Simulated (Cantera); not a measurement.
**Counterflow diffusion flame**

A counterflow diffusion flame at 1.01 bar, nozzles 20 mm apart: fuel side CH4 = 1 (molar parts) at 525 K, oxidiser side O2 : N2 = 0.27 : 0.73 (molar parts) at 625 K, fuel mass flux 0.67 times the oxidiser's; mixture-averaged transport, no radiation.

Computed with Cantera and GRI-Mech 3.0 (53 species, 325 reactions). GRI-Mech 3.0 has no aromatics or soot, which form on the fuel side of real flames. The maximum strain rate includes the flame's own expansion and is several times the mean.

```tsv
oxidiser flux (kg/m²/s)	max strain (1/s)	mean strain (1/s)	T max (K)	peak x OH	peak x H	peak x NO	peak x CO	peak x C2H2
0.25	223	44.5	2403	0.0160	0.00706	0.000706	0.0960	0.0233
0.39	331	69.5	2373	0.0160	0.00750	0.000594	0.0932	0.0225
0.61	493	109	2348	0.0159	0.00791	0.000509	0.0904	0.0216
0.94	729	167	2331	0.0158	0.00833	0.000443	0.0880	0.0206
1.5	1120	267	2312	0.0156	0.00876	0.000376	0.0859	0.0195
2.2	1580	392	2292	0.0152	0.00899	0.000316	0.0840	0.0183
3.5	2420	623	2264	0.0145	0.00913	0.000242	0.0821	0.0165
```
x: mole fraction; the columns are a selection and need not sum to one.
